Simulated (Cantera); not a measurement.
Input: 1 mol SiHCl₃, 320 mol H₂, at 0.00870 bar.

Method: chemical equilibrium by Gibbs-energy minimisation in Cantera with the NASA 1993 tables (ideal gas, pure condensed phases). Candidate condensed phases: Si; 19 gas species. Gases not in the tables: Si₂H₆ and higher silanes. Rates play no part.

### Question
Which condensed phases are stable at each of these points (T (K)): 1098, 1148, 1198, 1248, 1298, 1348, 1398, 1448, 1498, 1548, 1598, 1648, 1698?

### Answer
```csv
T (K),condensed phases,Si condensed (%)
1098,Si(s),93.3
1148,Si(s),93.7
1198,Si(s),93.6
1248,Si(s),93.4
1298,Si(s),93.1
1348,Si(s),92.8
1398,Si(s),92.4
1448,Si(s),92.1
1498,Si(s),91.8
1548,Si(s),91.3
1598,Si(s),90.7
1648,Si(s),89.6
1698,Si(l),87.5
```

From 1098 K to 1648 K the condensed part is Si(s). At 1698 K the condensed part is Si(l).
